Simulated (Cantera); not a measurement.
A closed system holds: 1 mol TiC, 0.0035 mol C, 0.025 mol H2, held at 14.0 Pa.

Cantera equilibrium calculation (NASA polynomials, part measured and part estimated; ideal gas, pure solids and liquids). Candidate condensed phases: C, C6H6, C7H8, C8H18, Ti, TiC; 77 gas species. TiC: taken at fixed stoichiometry. Rates play no part. All values below are at 1802 °C.

Base state: H2 0.798, H 0.201, C2H2 (acetylene) 0.000990, Ti 2.21e-5 (mole fractions); condensed: C(graphite) + TiC(s).

Problem. What changes in the equilibrium state with this change: 0.82 mol CO2 added?

Solution. 
```tsv
species	before	after
CO	0	0.925
Ti	2.21e-5	0.0305
H	0.201	0.0204
H2	0.798	0.00825
TiO	0	0.0157
C2H2 (acetylene)	0.000990	<1e-9
TiO2	0	1.45e-5
C(graphite), mol	0.00345	0
TiC(s), mol	1.000	0.571
TiO(l), mol	0	0.366
```
Mutual solubility and eutectic melting of coexisting phases are not modelled. TiC, TiO: taken at fixed stoichiometry. Condensed phases not in the tables: solid solutions among these carbides, nitrides and lower oxides. Further candidate phases: H2O, TiO, TiO2, Ti2O3, Ti3O5, Ti4O7.
